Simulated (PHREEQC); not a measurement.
## Acid mine or pickling water: speciation

Synthetic water in mg/kgw, 25 °C, pH 3.53:

| constituent | mg/kgw |
|---|---|
| Na | 1520 |
| K | 135 |
| Ca | 280 |
| Mg | 146 |
| Cl | 864 |
| S(6) as SO4 | 3520 |
| Br | 12.2 |
| B | 10.7 |

Valence states are taken as typed.

Computed with PHREEQC (Pitzer model, pitzer.dat).

Precipitation was switched off in this run.

Q: Estimate the specific conductance.

A: specific conductance 9320 µS/cm.

Complexes and solids missing from the database can't appear.
